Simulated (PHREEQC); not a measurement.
PHREEQC input (ion-association model, phreeqc.dat):

```
SOLUTION 0
  temp 25
  units mmol/kgw
  pH 7 charge
  Cl 68.19
  Zn 0.69
  Cd 3.4
  Li 60
SOLUTION 1-30
  temp 25
  units mmol/kgw
  pH 7 charge
  Cl 8.81
  K 3.2
  Br 2.2
  Mn(2) 3.9
END
EXCHANGE 1-30
  X 0.088
  -equilibrate 1
END
SELECTED_OUTPUT 1
  -reset false
  -pH true
  -pe true
  -ionic_strength true
  -water true
  -step true
  -totals Br Cd Cl K Li Mn Zn Mn(2) Mn(3)
  -molalities MnX2 CdX2 ZnX2 KX LiX
  -saturation_indices Pyrochroite Sylvite Zn(OH)2(e) Cd(OH)2
PRINT
  -reset false
TRANSPORT
  -cells 30
  -shifts 150
  -lengths 0.0166667
  -time_step 300
  -dispersivities 0.018
  -boundary_conditions flux flux
  -correct_disp true
  -punch_cells 30
  -punch_frequency 5
END
```

Selected output (columns that matter, 23 of 31 rows; pore volumes added in front):

```
pore volumes	pH	mu	Br	Cd	Cl	K	Li	Mn	Zn	m_MnX2	si_Pyrochroite	si_Sylvite	si_Zn(OH)2(e)	si_Cd(OH)2
0	5.0452	0.014739	0.0022	0	0.00881	0.0032	0	0.0039	0	0.038153	-7.7283	-5.5621	-1000	-1000
0.1833	5.0452	0.014739	0.0022	0	0.00881	0.0032	0	0.0039	0	0.038153	-7.7283	-5.5621	-1000	-1000
0.5167	5.0459	0.015385	0.002182	3.359e-22	0.0092969	0.0032769	3.6255e-06	0.0040942	0	0.038152	-7.7097	-5.5306	-1000	-25.49
0.6833	5.0522	0.022258	0.001987	2.8935e-14	0.01456	0.0039745	0.00033527	0.0061135	1.5695e-22	0.03809	-7.5593	-5.2725	-23.454	-17.629
0.85	5.0625	0.038451	0.0015001	1.9979e-09	0.027701	0.0050727	0.0033832	0.010368	2.3895e-17	0.037626	-7.3726	-4.9226	-18.316	-12.928
1.1833	5.0738	0.067229	0.00049007	6.0297e-06	0.054963	0.0057365	0.021001	0.014347	1.2033e-12	0.035243	-7.2875	-4.6124	-13.671	-9.6407
1.35	5.0756	0.072901	0.00022969	2.3377e-05	0.06199	0.0054289	0.030119	0.013308	1.3114e-11	0.033853	-7.3303	-4.5894	-12.644	-9.0921
1.6833	5.0764	0.075025	3.9786e-05	8.4016e-05	0.067116	0.0045174	0.042392	0.010034	1.8204e-10	0.031386	-7.4584	-4.6349	-11.506	-8.5656
1.85	5.0763	0.074538	1.5287e-05	0.00011913	0.067777	0.0040869	0.046124	0.0086668	4.0867e-10	0.030354	-7.5221	-4.6728	-11.155	-8.4182
2.0167	5.0761	0.073895	5.6635e-06	0.00015574	0.068037	0.0037045	0.048865	0.0075757	7.7726e-10	0.029445	-7.5802	-4.7126	-10.875	-8.3038
2.35	5.0758	0.07276	7.1885e-07	0.0002355	0.068171	0.0030707	0.052534	0.0060427	2.1198e-09	0.027931	-7.6776	-4.7915	-10.438	-8.1259
2.5167	5.0757	0.072321	2.4893e-07	0.00028013	0.068183	0.0028051	0.053798	0.0055051	3.2168e-09	0.027295	-7.7177	-4.8301	-10.257	-8.0509
2.6833	5.0755	0.071954	8.5005e-08	0.0003288	0.068188	0.0025653	0.054811	0.0050722	4.7118e-09	0.026723	-7.753	-4.8685	-10.091	-7.9815
3.0167	5.0753	0.071379	9.6029e-09	0.00044018	0.06819	0.0021447	0.0563	0.0044272	9.4027e-09	0.025725	-7.8118	-4.9458	-9.7901	-7.8551
3.1833	5.0751	0.071148	3.1886e-09	0.00050344	0.06819	0.0019578	0.056849	0.0041831	1.2947e-08	0.02528	-7.8363	-4.9853	-9.651	-7.7968
3.35	5.075	0.070943	1.0522e-09	0.00057181	0.06819	0.0017837	0.057301	0.003976	1.7603e-08	0.024859	-7.8583	-5.0258	-9.5174	-7.7415
3.6833	5.0748	0.070587	1.129e-10	0.00072304	0.06819	0.0014693	0.05798	0.0036423	3.1572e-08	0.024065	-7.8963	-5.1102	-9.2636	-7.6395
3.85	5.0746	0.070428	3.6766e-11	0.00080504	0.06819	0.0013276	0.058234	0.0035043	4.1743e-08	0.023679	-7.913	-5.1545	-9.1423	-7.5927
4.1833	5.0744	0.070133	3.8653e-12	0.00097865	0.06819	0.0010731	0.058618	0.0032657	7.1331e-08	0.02291	-7.9437	-5.2474	-8.9095	-7.5076
4.35	5.0742	0.069994	1.2489e-12	0.0010688	0.06819	0.00095992	0.058763	0.0031596	9.2232e-08	0.022521	-7.958	-5.2961	-8.7979	-7.4692
4.5167	5.0741	0.06986	4.0276e-13	0.0011601	0.06819	0.0008558	0.058885	0.0030596	1.1841e-07	0.022127	-7.972	-5.3462	-8.6894	-7.4335
4.85	5.0738	0.0696	4.1698e-14	0.0013433	0.06819	0.00067365	0.059074	0.0028727	1.9104e-07	0.021319	-7.9995	-5.4508	-8.4817	-7.3695
5.0167	5.0737	0.069475	1.3392e-14	0.0014339	0.06819	0.00059496	0.059149	0.0027839	2.401e-07	0.020906	-8.0131	-5.5051	-8.3824	-7.341
```

Species that the database lacks are ignored.
